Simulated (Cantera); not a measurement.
# Carbothermic reduction: Ta2O5 + CO

Input: 1 mol Ta2O5, 2.8 mol CO, equilibrated at 0.135 Torr.

Cantera equilibrium calculation (NASA polynomials, part measured and part estimated; ideal gas, pure solids and liquids). Candidate condensed phases: C, Ta, TaC, Ta2O5; 15 gas species. Equilibrium is a limit: real reactors are often held back by kinetics, nucleation or transport.

From 1000 K to 2000 K the condensed part is Ta2O5(s). At 2100 K the condensed part is Ta2O5(l).

```json
[
 {"T (K)": "1000", "x CO": "1.000", "x TaO2": "<1e-12", "x CO2": "0.000191", "x TaO": "<1e-12", "x O": "<1e-12", "x O2": "<1e-12", "n Ta2O5(s)": "1.000", "n Ta2O5(l)": "0"},
 {"T (K)": "1100", "x CO": "1.000", "x TaO2": "<1e-12", "x CO2": "0.000187", "x TaO": "<1e-12", "x O": "<1e-12", "x O2": "<1e-12", "n Ta2O5(s)": "1.000", "n Ta2O5(l)": "0"},
 {"T (K)": "1200", "x CO": "1.000", "x TaO2": "<1e-12", "x CO2": "0.000183", "x TaO": "<1e-12", "x O": "<1e-12", "x O2": "<1e-12", "n Ta2O5(s)": "1.000", "n Ta2O5(l)": "0"},
 {"T (K)": "1300", "x CO": "1.000", "x TaO2": "6.45e-12", "x CO2": "0.000181", "x TaO": "<1e-12", "x O": "<1e-12", "x O2": "<1e-12", "n Ta2O5(s)": "1.000", "n Ta2O5(l)": "0"},
 {"T (K)": "1400", "x CO": "1.000", "x TaO2": "4.96e-10", "x CO2": "0.000178", "x TaO": "1.14e-11", "x O": "<1e-12", "x O2": "<1e-12", "n Ta2O5(s)": "1.000", "n Ta2O5(l)": "0"},
 {"T (K)": "1500", "x CO": "1.000", "x TaO2": "2.10e-8", "x CO2": "0.000177", "x TaO": "9.30e-10", "x O": "1.95e-11", "x O2": "<1e-12", "n Ta2O5(s)": "1.000", "n Ta2O5(l)": "0"},
 {"T (K)": "1600", "x CO": "1.000", "x TaO2": "5.50e-7", "x CO2": "0.000175", "x TaO": "4.31e-8", "x O": "2.82e-10", "x O2": "<1e-12", "n Ta2O5(s)": "1.000", "n Ta2O5(l)": "0"},
 {"T (K)": "1700", "x CO": "1.000", "x TaO2": "9.68e-6", "x CO2": "0.000174", "x TaO": "1.26e-6", "x O": "2.97e-9", "x O2": "<1e-12", "n Ta2O5(s)": "1.000", "n Ta2O5(l)": "0"},
 {"T (K)": "1800", "x CO": "1.000", "x TaO2": "0.000120", "x CO2": "0.000180", "x TaO": "2.36e-5", "x O": "2.51e-8", "x O2": "7.64e-12", "n Ta2O5(s)": "1.000", "n Ta2O5(l)": "0"},
 {"T (K)": "1900", "x CO": "0.999", "x TaO2": "0.000709", "x CO2": "0.000473", "x TaO": "7.94e-5", "x O": "4.31e-7", "x O2": "3.75e-10", "n Ta2O5(s)": "0.999", "n Ta2O5(l)": "0"},
 {"T (K)": "2000", "x CO": "0.995", "x TaO2": "0.00288", "x CO2": "0.00163", "x TaO": "0.000134", "x O": "8.07e-6", "x O2": "2.62e-8", "n Ta2O5(s)": "0.996", "n Ta2O5(l)": "0"},
 {"T (K)": "2100", "x CO": "0.985", "x TaO2": "0.00950", "x CO2": "0.00494", "x TaO": "0.000202", "x O": "0.000113", "x O2": "1.20e-6", "n Ta2O5(s)": "0", "n Ta2O5(l)": "0.986"}
]
```
x: gas mole fraction; n: condensed amount in mol.
